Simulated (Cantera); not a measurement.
Input: 1 mol SiHCl₃, 0.4 mol C₃H₈, 890 mol H₂, at 1127 °C and 13.3 mbar.

Method: chemical equilibrium by Gibbs-energy minimisation in Cantera with the NASA 1993 tables (ideal gas, pure condensed phases). Candidate condensed phases: C, C₆H₆, C₇H₈, C₈H₁₈, Si, SiC; 109 gas species. The numbers say what is thermodynamically allowed, not how fast it happens.

### Question
What is the equilibrium state?

### Answer
| Property | Result |
|---|---|
| x(H₂) | 0.997 |
| x(HCl) | 0.00336 |
| x(CH₄) | 5.72e-5 |
| x(H) | 4.21e-5 |
| x(C₂H₂ (acetylene)) | 2.51e-6 |
| n(C(graphite)) | 0.144 mol |
| n(SiC(s)) | 1.000 mol |
| gas amount | 893.6 mol |
| log10 activity of Si(s) (absent) | -2.32 |
